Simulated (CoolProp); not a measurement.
Ethanol at 510.4 K and 14.8 MPa flows at 5.8 m/s in a round tube of 25 mm bore and 15 µm roughness, fully developed (64/Re and Nu = 3.66 if laminar; Colebrook and Gnielinski if turbulent). Each further row changes one setting.

The numbers come from the reference Helmholtz-energy equation of state, Schroeder 2014 in CoolProp.

| case | Reynolds number | Darcy friction factor | pressure drop (Pa/m) | heat-transfer coefficient (W/(m² K)) | mass flow (kg/h) |
|---|---|---|---|---|---|
| as stated | (withheld) | 0.0179 | 6490 | 20100 | 5530 |
| velocity 11.6 m/s | 1870000 | (withheld) | 25600 | 39700 | (withheld) |
| diameter 50 mm | 1870000 | (withheld) | 2780 | (withheld) | (withheld) |

Problem. What belongs in the gaps?

Solution. 
- as stated, Reynolds number: 933000
- velocity 11.6 m/s, Darcy friction factor: 0.0176
- velocity 11.6 m/s, mass flow (kg/h): 11100
- diameter 50 mm, Darcy friction factor: 0.0153
- diameter 50 mm, heat-transfer coefficient (W/(m² K)): 17700
- diameter 50 mm, mass flow (kg/h): 22100

Viscosity comes from a separate model (Kiselev 2005). Thermal conductivity comes from a separate model (Assael 2013).
